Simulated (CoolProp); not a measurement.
Saturation properties of neopentane (Tc = 433.7 K, pc = 3196 kPa, ω = 0.196).

The numbers come from the reference Helmholtz-energy equation of state, Lemmon 2006 in CoolProp. It is a short technical equation, of lower accuracy than the large ones.

| T (K) | p (kPa) | liquid density (kg/m³) | vapour density (kg/m³) | liquid cp (kJ/(kg K)) | surface tension (mN/m) |
|---|---|---|---|---|---|
| 317.1 | 301.7 | 562.7 | 9.129 | 2.428 | 9.11 |
| 325 | 373.7 | 553.1 | 11.22 | 2.481 | 8.37 |
| 333 | 458.9 | 543.0 | 13.72 | 2.537 | 7.63 |
| 341 | 557.8 | 532.5 | 16.64 | 2.597 | 6.91 |
| 349 | 671.6 | 521.5 | 20.06 | 2.662 | 6.19 |
| 357 | 801.5 | 510.0 | 24.05 | 2.731 | 5.49 |
| 364.9 | 947.0 | 497.9 | 28.67 | 2.808 | 4.81 |
| 372.9 | 1113 | 484.9 | 34.15 | 2.895 | 4.15 |
| 380.9 | 1300 | 470.9 | 40.63 | 2.997 | 3.50 |
| 388.9 | 1509 | 455.6 | 48.35 | 3.121 | 2.87 |
| 396.9 | 1741 | 438.8 | 57.72 | 3.279 | 2.26 |
| 404.8 | 1996 | 420.1 | 69.16 | 3.495 | 1.69 |
| 412.8 | 2282 | 398.0 | 84.08 | 3.842 | 1.14 |

It boils at 282.7 K under 1 atm.

Surface tension comes from a separate correlation (Mulero 2014).
